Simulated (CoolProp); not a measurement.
Model: reference Helmholtz-energy equation of state, Span 2000, in CoolProp.

**Question.** For nitrogen, give the phase and the Joule-Thomson coefficient (K/MPa) at -155.25 °C and 10.7 bar; -79.15 °C and 10.7 bar; -3.05 °C and 10.7 bar.

**Answer.** 
- -155.25 °C and 10.7 bar: gas; Joule-Thomson coefficient 12.3
- -79.15 °C and 10.7 bar: gas; Joule-Thomson coefficient 4.82
- -3.05 °C and 10.7 bar: gas; Joule-Thomson coefficient 2.56
